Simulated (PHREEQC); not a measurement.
Dissolve 0.13 mol Pb(NO3)2, 0.00074 mol CaCl2 and 0.00069 mol Na2SO4 per kg of water at 91 °C. Closed to the air; pH follows from the charge balance.

All values are PHREEQC results (ion-association model, phreeqc.dat), not measurements.

Each row changes one thing in this solution. No solid was allowed to form.

| case | pH | ionic strength (mol/kgw) | NO3- (mol/kgw) | Pb+2 (mol/kgw) | PbNO3+ (mol/kgw) | PbSO4 (mol/kgw) | SI of Pb(OH)2 (Pb(OH)2) | SI of Anglesite (PbSO4) |
|---|---|---|---|---|---|---|---|---|
| as made | 4.25 | 0.288 | 0.209 | 0.0770 | 0.0513 | 0.000463 | +0.48 | +1.45 |
| temperature from 91 to 85 °C | 4.26 | 0.286 | 0.208 | 0.0764 | 0.0519 | 0.000469 | +0.35 | +1.48 |
| 0.0022 mol/kgw NaOH added | 5.37 | 0.290 | 0.210 | 0.0754 | 0.0504 | 0.000460 | +2.70 | +1.45 |
| Na2SO4 from 0.00069 to 0.000138 mol/kgw | 4.25 | 0.287 | 0.208 | 0.0772 | 0.0515 | 9.29e-5 | +0.47 | +0.75 |
| CaCl2 left out | 4.25 | 0.287 | 0.208 | 0.0777 | 0.0517 | 0.000466 | +0.48 | +1.45 |
| temperature from 91 to 40 °C | [?] | [?] | 0.204 | 0.0727 | [?] | 0.000501 | [?] | +1.69 |
| diluted 10-fold with water | 4.90 | 0.0356 | 0.0242 | 0.0111 | 0.00177 | 3.86e-5 | +1.21 | +0.34 |
| Na2SO4 from 0.00069 to 0.00345 mol/kgw | [?] | 0.290 | 0.209 | 0.0759 | 0.0506 | 0.00228 | +0.53 | +2.14 |

Complete the blanks.


- temperature from 91 to 40 °C, pH: 4.27
- temperature from 91 to 40 °C, ionic strength (mol/kgw): 0.279
- temperature from 91 to 40 °C, PbNO3+ (mol/kgw): 0.0559
- temperature from 91 to 40 °C, SI of Pb(OH)2 (Pb(OH)2): -0.81
- Na2SO4 from 0.00069 to 0.00345 mol/kgw, pH: 4.28

Some of these states are supersaturated (in Anglesite, Pb(OH)2, for instance). Constants without temperature data keep their 25 °C values here.
